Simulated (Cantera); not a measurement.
A closed system holds: 1 mol MgF2, 2 mol HF, 0.29 mol H2, held at 31000 Pa.

Equilibrium computed with Cantera from the NASA thermochemical tables; the gas is ideal and each condensed phase is pure. Candidate condensed phases: Mg, MgF2; 17 gas species. The numbers say what is thermodynamically allowed, not how fast it happens.

**Question.** What share of the Mg ends up in condensed phases as a function of T (°C), at 1075, 1175, 1275, 1375, 1475, 1575, 1675, 1775, 1875?

**Answer.** 
```tsv
T (°C)	Mg condensed (%)	as
1075	100.0	MgF2(s)
1175	100.0	MgF2(s)
1275	99.9	MgF2(l)
1375	99.6	MgF2(l)
1475	98.5	MgF2(l)
1575	95.2	MgF2(l)
1675	86.6	MgF2(l)
1775	64.3	MgF2(l)
1875	1.0	MgF2(l)
```
